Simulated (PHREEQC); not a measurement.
A solution holds 36 mmol/kgw TMAH and 0.14 mmol/kgw CO2, at 25 °C. Closed to the air; pH follows from the charge balance.

The numbers come from PHREEQC with the ion-association model, wateq4f.dat.

- pH = 12.47
- ionic strength = 0.0361 mol/kgw
- total alkalinity = 36.0 meq/kg

| species | molality | activity | log γ |
|---|---|---|---|
| (CH3)4N+ | 0.0360 | 0.0301 | -0.078 |
| OH- | 0.0357 | 0.0297 | -0.080 |
| CO3-2 | 0.000139 | 7.15e-5 | -0.290 |
| HCO3- | 6.06e-7 | 5.12e-7 | -0.073 |

No solid was allowed to form. (CH3)4N+ isn't in the database: it is added as a free cation with an ion size of 4 Å.
